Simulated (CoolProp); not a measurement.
Computed with CoolProp (reference Helmholtz-energy equation of state, Lemmon 2006). It is a short technical equation, of lower accuracy than the large ones.

For neopentane, give the phase and the cp (kJ/(kg K)), cv (kJ/(kg K)), speed of sound (m/s), fugacity coefficient at 192.25 °C and 21.4 bar; 234.55 °C and 21.4 bar.


- 192.25 °C and 21.4 bar: gas; cp 2.70, cv 2.39, speed of sound 192, fugacity coefficient 0.825
- 234.55 °C and 21.4 bar: gas; cp 2.77, cv 2.54, speed of sound 215, fugacity coefficient 0.870
